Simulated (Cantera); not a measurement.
Feed: 1 mol borazine, 3.5 mol H₂O, 2 mol N₂, 72 mol H₂, at 2300 K and 10.0 mbar.

Cantera equilibrium calculation (NASA polynomials, part measured and part estimated; ideal gas, pure solids and liquids). The feed counts by its element totals alone. Rates play no part.

| species | before | after |
|---|---|---|
| H₂ | 0.836 | 0.854 |
| H | 0.0885 | 0.0894 |
| N₂ | 0.0397 | 0.0233 |
| H₂O | 0.00233 | 0.0103 |
| BO | 0.0160 | 0.00838 |
| HBO | 0.0135 | 0.00713 |
| OH | 3.98e-5 | 0.000174 |
| O | 2.88e-6 | 1.24e-5 |
| B₂O₂ | 0.000400 | 0.000110 |
| HBO₂ | 0.00274 | 0.00627 |
| BO₂ | 5.61e-5 | 0.000127 |
| B₂O₃ | 0.000508 | 0.000604 |
Gas species are given as mole fractions.

**Question.** What was changed between the two runs?
A. temperature from 2300 K to 2073 K
B. temperature from 2300 K to 1900 K
C. borazine replaced by B₂H₆
D. temperature from 2300 K to 1300 K

**Answer.** C, borazine replaced by B₂H₆
